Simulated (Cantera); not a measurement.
Source: NASA polynomial tables (part measured, part estimated), evaluated in Cantera. Values are per mole of reaction as written; species without (g) are pure solids or liquids, kept so even where they would boil at 1 bar.

2 Cl(g) → Cl2(g), with ΔH° = -242.6 kJ and ΔS° = -107.4 J/K at 300 K.

Task: How far is the shortcut ΔG° ≈ ΔH°(300 K) − T·ΔS°(300 K) from the full temperature-dependent value at 623, 673, 723, 773, 823, 873 K?

Result: 
```
T (K)  shortcut (kJ)  full (kJ)  difference (kJ)  difference in log10 K
-----  -------------  ---------  ---------------  ---------------------
623           -175.7     -174.5             -1.3                   0.11
673           -170.4     -168.7             -1.6                   0.13
723           -165.0     -163.0             -2.0                   0.15
773           -159.6     -157.2             -2.4                   0.17
823           -154.3     -151.4             -2.9                   0.18
873           -148.9     -145.5             -3.4                   0.20
```
The shortcut ignores the heat-capacity change of the reaction.
